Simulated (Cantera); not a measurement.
Charge: 1 mol BF3, a varied amount of O2, 51 mol H2, held at 1673 K and 0.100 bar.

Equilibrium computed with Cantera from the NASA thermochemical tables; the gas is ideal and each condensed phase is pure. Candidate condensed phases: B, B2O3, B3O3H3, H2O; 43 gas species. The tables' values for BF2 are old estimates; treat these amounts as uncertain. Gases not in the tables: H3BO3. Rates play no part.

x: gas mole fraction; nothing condenses.

```csv
n(O2) (mol),x H2,x H2O,x HF,x BOF,x HBO2,x BF3
0.33,0.955,0.000179,0.0258,0.0121,3.08e-5,…
0.46,0.947,0.000960,0.0332,0.0159,0.000168,…
0.64,0.938,0.00510,0.0376,0.0171,0.000853,…
0.89,0.928,0.0130,0.0394,0.0164,0.00198,…
1.3,0.913,0.0267,0.0413,0.0149,0.00355,…
1.8,0.894,0.0440,0.0429,0.0135,0.00508,…
2.5,0.868,0.0687,0.0446,0.0119,0.00673,…
3.4,0.834,0.101,0.0462,0.0103,0.00831,…
4.8,0.781,0.152,0.0479,0.00864,0.0101,…
6.8,0.705,0.226,0.0496,0.00701,0.0117,…
9.5,0.604,0.326,0.0510,0.00560,0.0132,…
```

Q: Some entries are withheld; supply them.

A: 
- 0.33, x BF3: 0.00584
- 0.46, x BF3: 0.00239
- 0.64, x BF3: 0.000619
- 0.89, x BF3: 0.000256
- 1.3, x BF3: 0.000125
- 1.8, x BF3: 7.37e-5
- 2.5, x BF3: 4.50e-5
- 3.4, x BF3: 2.85e-5
- 4.8, x BF3: 1.70e-5
- 6.8, x BF3: 9.97e-6
- 9.5, x BF3: 5.84e-6
